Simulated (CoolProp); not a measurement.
A single-stage vapour-compression cycle with R124: evaporating at 223.15 K (dew point), condensing at 261.15 K (bubble point), superheat 0 K, subcooling 5 K, compressor efficiency 0.7, no pressure losses. Each further row changes one setting.

The numbers come from the reference Helmholtz-energy equation of state, de Vries 1995 in CoolProp.

```json
[
 {"case": "as stated", "cooling COP": "?", "pressure ratio": "6.83", "discharge temperature (K)": "285.8", "refrigerating effect (kJ/kg)": "149", "volumetric capacity (kJ/m³)": "164"},
 {"case": "evaporating temperature 228.15 K", "cooling COP": "4.44", "pressure ratio": "5.07", "discharge temperature (K)": "281.5", "refrigerating effect (kJ/kg)": "?", "volumetric capacity (kJ/m³)": "220"},
 {"case": "condensing temperature 256.15 K", "cooling COP": "4.35", "pressure ratio": "5.51", "discharge temperature (K)": "278.6", "refrigerating effect (kJ/kg)": "154", "volumetric capacity (kJ/m³)": "170"},
 {"case": "subcooling 10 K", "cooling COP": "3.83", "pressure ratio": "6.83", "discharge temperature (K)": "285.8", "refrigerating effect (kJ/kg)": "154", "volumetric capacity (kJ/m³)": "170"},
 {"case": "superheat 10 K", "cooling COP": "3.69", "pressure ratio": "6.83", "discharge temperature (K)": "296.8", "refrigerating effect (kJ/kg)": "155", "volumetric capacity (kJ/m³)": "?"},
 {"case": "compressor efficiency 0.6", "cooling COP": "3.17", "pressure ratio": "6.83", "discharge temperature (K)": "294.9", "refrigerating effect (kJ/kg)": "149", "volumetric capacity (kJ/m³)": "164"}
]
```

Q: Fill in the missing entries.

A: 
- as stated, cooling COP: 3.70
- evaporating temperature 228.15 K, refrigerating effect (kJ/kg): 152
- superheat 10 K, volumetric capacity (kJ/m³): 163
